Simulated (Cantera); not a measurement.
A closed system holds: 1 mol PbO, 8.9 mol H2, 0.29 mol N2, at 1.00 bar.

These are equilibrium values from Cantera (NASA tables, ideal gas, pure condensed phases), not measurements of a reactor. Candidate condensed phases: H2O, Pb, PbO, PbO2, Pb3O4; 27 gas species. The numbers say what is thermodynamically allowed, not how fast it happens.

x: gas mole fraction; n: condensed amount in mol.

```
T (K)   x H2   x H2O    x Pb    x N2       x H    x Pb2  n Pb(l)
-----  -----  ------  ------  ------  --------  -------  -------
1448   0.847   0.107  0.0146  0.0311   8.48e-6  4.34e-6    0.864
1473   0.843   0.107  0.0188  0.0310   1.16e-5  6.62e-6    0.823
1498   0.839   0.106  0.0241  0.0308   1.57e-5  9.97e-6    0.773
1523   0.833   0.105  0.0306  0.0306   2.11e-5  1.48e-5      [?]
1548   0.827   0.105  0.0384  0.0303   2.80e-5  2.17e-5      [?]
1573   0.818   0.104  0.0480  0.0300   3.68e-5  3.13e-5      [?]
1598   0.808   0.102  0.0596  0.0297   4.79e-5  4.47e-5      [?]
1623   0.796   0.101  0.0734  0.0292   6.17e-5  6.31e-5      [?]
1648   0.782  0.0990  0.0898  0.0287   7.88e-5  8.82e-5      [?]
1673   0.775  0.0981  0.0979  0.0285  0.000100  9.81e-5      [?]
```

### Question
Some entries are withheld; supply them.

### Answer

- 1523, n Pb(l): 0.710
- 1548, n Pb(l): 0.632
- 1573, n Pb(l): 0.536
- 1598, n Pb(l): 0.417
- 1623, n Pb(l): 0.271
- 1648, n Pb(l): 0.0915
- 1673, n Pb(l): 0
